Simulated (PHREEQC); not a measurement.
Consider water at 5 °C with 6.4 mmol/kgw FeSO4, 0.1 mmol/kgw MgSO4, 2.2 mmol/kgw NaH2PO4 and 69 mmol/kgw NaCl. Closed to the air; pH follows from the charge balance.

Model: ion-association model, wateq4f.dat, run in PHREEQC.

The ionic strength comes out as 0.0914 mol/kgw. What activity coefficients do Fe+2, Na+, FeH2PO4+, Cl-, Mg+2 get?

Fe+2 0.42, Na+ 0.79, FeH2PO4+ 0.80, Cl- 0.78, Mg+2 0.43.

No solid was allowed to form. Complexes and solids missing from the database can't appear. H3PO4, which wateq4f.dat lacks, is added to it with the constant of phreeqc.dat. Constants without temperature data keep their 25 °C values here.
